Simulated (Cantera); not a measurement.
Input (Python, Cantera) and output of one run.

```python
import numpy as np
import cantera as ct

gas_names = [...]  # 109 gases of nasa_gas.yaml made of C, Cl, H, Si
cond_names = """
    C(gr) C6H6(L) C7H8(L) C8H18(L),n-octa Si(cr) Si(L) SiC(b)
""".split()


# ... load() reads the species with a 1 bar reference pressure and builds the phases ...
atoms = {
    'SiHCl3': {'Si': 1, 'H': 1, 'CL': 3},
    'C3H8': {'C': 3, 'H': 8},
    'H2': {'H': 2},
}
top_T = {'C(gr)': 4500, 'SiC(b)': 3050}  # K; cautious upper limits of use, not melting points


# ... equilibrate(T, P, feed) seeds the gas with the atoms and calls Mixture.equilibrate('TP', solver="vcs", rtol=1e-11, max_steps=5000) ...
results = []
T = 2173  # K
P = 21000  # Pa
for m in [9.3, 14, 21, 33, 50, 76, 120, 180, 270, 410, 620]:
    feed = {'SiHCl3': 1, 'C3H8': 0.032, 'H2': m}  # mol
    mix = equilibrate(T, P, feed)
    results.append((T, P, feed, dict(zip(mix.species_names, mix.species_moles))))

top = {s: max(r[3][s] / sum(r[3][g] for g in gas_names) for r in results) for s in gas_names}
cols = sorted((s for s in top if top[s] > 1e-06), key=lambda s: -top[s])[:6]
seen = [c for c in cond_names if any(r[3].get(c, 0) > 1e-12 for r in results)]
print("log10 of partial pressures in bar; condensed amounts in mol")
print(f"{'n(H2)':>10s}" + "".join(f"{s[:9]:>10s}" for s in cols + seen))
for T, P, feed, n in results:
    ng = sum(n[g] for g in gas_names)
    print(f"{feed['H2']:10.4g}" + "".join(f"{np.log10(max(n[s] / ng * P / 1e5, 1e-99)):10.3f}" for s in cols)
          + "".join(f"{n.get(c, 0):10.4g}" for c in seen))
```

Output:

```
log10 of partial pressures in bar; condensed amounts in mol
     n(H2)        H2       HCL     SiCL2         H      SiCL        Si     Si(L)    SiC(b)
       9.3    -0.784    -1.511    -1.940    -2.708    -3.528    -3.548    0.2305   0.09471
        14    -0.755    -1.610    -2.167    -2.694    -3.641    -3.548    0.3243   0.09413
        21    -0.734    -1.723    -2.414    -2.684    -3.764    -3.548    0.4097   0.09326
        33    -0.718    -1.864    -2.713    -2.675    -3.914    -3.548    0.4872   0.09178
        50    -0.707    -2.006    -3.008    -2.670    -4.061    -3.548    0.5337   0.08966
        76    -0.699    -2.159    -3.321    -2.666    -4.218    -3.548    0.5484   0.08643
       120    -0.694    -2.335    -3.679    -2.663    -4.397    -3.548    0.5166   0.08096
       180    -0.690    -2.497    -4.006    -2.662    -4.561    -3.548     0.434    0.0735
       270    -0.688    -2.663    -4.341    -2.660    -4.728    -3.548     0.282    0.0623
       410    -0.686    -2.838    -4.691    -2.660    -4.903    -3.548   0.02371   0.04488
       620    -0.685    -3.009    -5.170    -2.659    -5.209    -3.682         0  0.006159
```

Method: chemical equilibrium by Gibbs-energy minimisation in Cantera with the NASA 1993 tables (ideal gas, pure condensed phases). Mutual solubility and eutectic melting of coexisting phases are not modelled. The tables' values for SiCl, SiCl3 are old estimates; treat these amounts as uncertain. Gases not in the tables: Si2H6 and higher silanes.
